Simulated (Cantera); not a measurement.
A closed system holds: 1 mol CH3Cl, 2.2 mol F2, 0.42 mol H2, at 1.50 Pa.

These are equilibrium values from Cantera (NASA tables, ideal gas, pure condensed phases), not measurements of a reactor. Candidate condensed phases: C, C6H6, C7H8, C8H18; 118 gas species. Gases not in the tables: C2F6 and larger saturated fluorocarbons. Rates play no part.

Which condensed phases are stable at each of these points (T (°C)): 1402, 1602, 1802, 2002, 2202, 2402, 2602, 2802, 3002, 3202?


```
T (°C)  condensed phases  C condensed (%)
------  ----------------  ---------------
1402         C(graphite)             87.7
1602         C(graphite)             97.2
1802         C(graphite)             99.2
2002         C(graphite)             97.4
2202         C(graphite)             43.9
2402            gas only              0.0
2602            gas only              0.0
2802            gas only              0.0
3002            gas only              0.0
3202            gas only              0.0
```

From 1402 °C to 2202 °C the condensed part is C(graphite). From 2402 °C to 3202 °C nothing is condensed.
